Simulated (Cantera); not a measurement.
What does this Cantera script print?

```python
import numpy as np
import cantera as ct

gas = ct.Solution("gri30.yaml")
gas.TPX = 1525, 5500, {'C3H8': 1, 'H2': 0.27}
reactor = ct.IdealGasConstPressureReactor(gas, energy="off", clone=False)
net = ct.ReactorNet([reactor])
net.rtol, net.atol = 1e-08, 1e-18
show = ['C3H8', 'H2', 'C2H2', 'C2H', 'H', 'C2H4', 'C2H6']
times = np.geomspace(7e-05, 2, 9)

steps = ct.SolutionArray(gas, extra=["t"])
rows = []
print(f"{'t/s':>10s}{'T/K':>9s}{'P/Pa':>11s}" + "".join(f"{s:>11s}" for s in show))
for t in times:
    while net.time < t:
        t_next = net.step()
        steps.append(gas.state, t=t_next)
    rows.append([np.interp(t, steps.t, y) for y in (steps.T, steps.P, *steps(*show).X.T)])
    print(f"{t:10.3e}{rows[-1][0]:9.1f}{rows[-1][1]:11.4g}" + "".join(f"{x:11.3e}" for x in rows[-1][2:]))
rate = np.gradient(steps.T, steps.t)
print("integrator steps:", len(steps.t))
if steps.T.max() > steps.T[0] + 200:
    print(f"time of steepest temperature rise: {steps.t[rate.argmax()]:.4e} s")
gas.TPX = 1525, 5500, {'C3H8': 1, 'H2': 0.27}
gas.equilibrate("TP")
print(f"equilibrium (TP): T = {gas.T:.1f} K  " + "  ".join(f"{s} {gas[s].X[0]:.3e}" for s in show))
```

Result:

```
       t/s      T/K       P/Pa       C3H8         H2       C2H2        C2H          H       C2H4       C2H6
 7.000e-05   1525.0       5500  6.140e-01  2.163e-01  4.574e-04  1.027e-09  2.283e-04  8.064e-02  8.804e-03
 2.524e-04   1525.0       5500  2.392e-01  2.448e-01  1.366e-02  4.594e-08  3.772e-04  2.852e-01  3.750e-02
 9.101e-04   1525.0       5500  1.141e-02  3.055e-01  8.224e-02  2.349e-07  3.982e-04  3.390e-01  1.858e-02
 3.282e-03   1525.0       5500  3.891e-05  3.722e-01  1.615e-01  1.164e-07  1.225e-04  2.395e-01  2.039e-03
 1.183e-02   1525.0       5500  1.377e-07  4.156e-01  2.172e-01  4.902e-08  4.280e-05  1.586e-01  1.626e-04
 4.266e-02   1525.0       5500  2.935e-08  4.573e-01  2.719e-01  3.973e-08  3.049e-05  7.807e-02  4.637e-05
 1.538e-01   1525.0       5500  1.450e-08  4.961e-01  3.195e-01  5.616e-08  3.979e-05  8.547e-03  4.724e-05
 5.547e-01   1525.0       5500  1.055e-08  5.145e-01  3.261e-01  6.038e-08  4.347e-05  2.773e-03  4.020e-05
 2.000e+00   1525.0       5500  4.946e-09  5.534e-01  3.330e-01  6.678e-08  5.065e-05  2.646e-03  2.254e-05
integrator steps: 1295
equilibrium (TP): T = 1525.0 K  C3H8 1.117e-10  H2 6.385e-01  C2H2 3.479e-01  C2H 9.690e-08  H 8.116e-05  C2H4 2.693e-03  C2H6 6.768e-07
```

Computed with Cantera and GRI-Mech 3.0 (53 species, 325 reactions). GRI-Mech 3.0 was tuned for natural gas; its chemistry of propane as a main component is partial and can be far from experiment. GRI-Mech 3.0 stops at C3 and has no aromatics, soot or wall deposition, so with more carbon than oxygen in the feed, carbon stays in small species such as C2H2 where larger ones or solid carbon would form.
